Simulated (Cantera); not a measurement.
An isothermal, constant-pressure homogeneous reactor starts with 0.906 % CO, 0.187 % O2, 0.394 % H2O, 98.5 % N2, equivalence ratio 2.4, at 950 K and 5.30 bar.

Model: GRI-Mech 3.0 (53 species, 325 reactions), integrated in Cantera.

One state of this run: x CO = 0.00524; x O2 = 1.77e-6; x H2O = 0.00385; x H = 6.21e-9; x H2O2 = 2.84e-12; x OH = 4.00e-11; x CO2 = 0.00384. x: mole fraction; the columns are a selection and need not sum to one.

Q: Which value of t (s) does it belong to?
A) 0.0539
B) 3.63
C) 60.0
D) 0.00325

A: C, 60.0
